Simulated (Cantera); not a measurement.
Cantera run:

```python
import numpy as np
import cantera as ct

gas_names = """
    CL CLO CL2 H HCL HOCL HO2 H2 H2O H2O2 Mg MgCL MgCL2 MgH MgO MgOH MgO2H2 Mg2 O OH O2 O3
""".split()
cond_names = """
    H2O(s) H2O(L) Mg(cr) Mg(L) MgCL2(s) MgCL2(L) MgO(s) MgO(L) MgO2H2(s)
""".split()


# ... load() reads the species with a 1 bar reference pressure and builds the phases ...
atoms = {
    'MgO': {'Mg': 1, 'O': 1},
    'Cl2': {'CL': 2},
    'H2': {'H': 2},
}
top_T = {}  # K; cautious upper limits of use, not melting points


# ... equilibrate(T, P, feed) seeds the gas with the atoms and calls Mixture.equilibrate('TP', solver="vcs", rtol=1e-11, max_steps=5000) ...
results = []
feed = {'MgO': 1, 'Cl2': 9.1, 'H2': 0.68}  # mol
P = 133.322  # Pa
for T in [1123, 1223, 1323, 1423, 1523, 1623, 1723, 1823]:
    mix = equilibrate(T, P, feed)
    results.append((T, P, feed, dict(zip(mix.species_names, mix.species_moles))))

top = {s: max(r[3][s] / sum(r[3][g] for g in gas_names) for r in results) for s in gas_names}
cols = sorted((s for s in top if top[s] > 1e-05), key=lambda s: -top[s])[:5]
seen = [c for c in cond_names if any(r[3].get(c, 0) > 1e-12 for r in results)]
print("log10 of partial pressures in bar; condensed amounts in mol")
print(f"{'T/K':>10s}" + "".join(f"{s[:9]:>10s}" for s in cols + seen))
for T, P, feed, n in results:
    ng = sum(n[g] for g in gas_names)
    print(f"{T:10.4g}" + "".join(f"{np.log10(max(n[s] / ng * P / 1e5, 1e-99)):10.3f}" for s in cols)
          + "".join(f"{n.get(c, 0):10.4g}" for c in seen))
```

Result:

```
log10 of partial pressures in bar; condensed amounts in mol
       T/K        CL       CL2       HCL     MgCL2        O2    MgO(s)
      1123    -4.211    -3.026    -3.760    -3.980    -4.282    0.1815
      1223    -3.767    -3.089    -3.782    -3.916    -4.217         0
      1323    -3.418    -3.198    -3.821    -3.954    -4.256         0
      1423    -3.176    -3.411    -3.879    -4.012    -4.314         0
      1523    -3.041    -3.748    -3.935    -4.068    -4.370         0
      1623    -2.984    -4.166    -3.968    -4.101    -4.404         0
      1723    -2.963    -4.597    -3.982    -4.115    -4.419         0
      1823    -2.956    -5.004    -3.988    -4.120    -4.428         0
```

Method: chemical equilibrium by Gibbs-energy minimisation in Cantera with the NASA 1993 tables (ideal gas, pure condensed phases).
